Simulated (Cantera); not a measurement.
Feed: 1 mol SiO2, 2.3 mol C, 1.8 mol H2, held at 1675 K and 713 Torr.

Equilibrium computed with Cantera from the NASA thermochemical tables; the gas is ideal and each condensed phase is pure. Candidate condensed phases: C, C6H6, C7H8, C8H18, H2O, Si, SiC, SiO2; 123 gas species. Mutual solubility and eutectic melting of coexisting phases are not modelled. The tables hold silica as quartz up to 1696 K and as liquid above; real silica turns to tridymite and cristobalite and melts near 1996 K. Kinetics and transport are ignored.

What is the equilibrium state?


- x(H2): 0.710
- x(CO): 0.288
- x(SiO): 0.00109
- x(CH4): 0.000577
- x(H2O): 0.000108
- x(H): 0.000100
- x(C2H2 (acetylene)): 4.12e-5
- x(CO2): 1.32e-5
- x(CH3): 1.66e-6
- n(C(graphite)): 1.21 mol
- n(SiC(s)): 0.363 mol
- n(SiO2(β-quartz)): 0.634 mol
- gas amount: 2.530 mol
- log10 activity of Si(s) (absent): -1.87
